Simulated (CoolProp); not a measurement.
Saturated liquid density (kg/m³) of R125: the reference equation beside estimates from Tc = 66.0 °C, pc = 3618 kPa, ω = 0.305.

Values from CoolProp's reference Helmholtz-energy equation of state, Lemmon 2005.

| T (°C) | reference | Redlich-Kwong | Peng-Robinson |
|---|---|---|---|
| -40.95 | 1488 | 1295 | 1535 |
| -37.05 | 1473 | 1280 | 1519 |
| -33.15 | 1458 | 1264 | 1503 |
| -29.25 | 1443 | 1248 | 1486 |
| -25.35 | 1428 | 1231 | 1469 |
| -21.45 | 1412 | 1214 | 1451 |
| -17.45 | 1396 | 1197 | 1432 |
| -13.55 | 1380 | 1179 | 1412 |
| -9.65 | 1363 | 1160 | 1392 |
| -5.75 | 1346 | 1141 | 1371 |
| -1.85 | 1328 | 1122 | 1349 |

Absolute difference from the reference over all 11 rows, mean and median: Redlich-Kwong 14.1 and 14.0 %, Peng-Robinson 2.6 and 2.8 %.
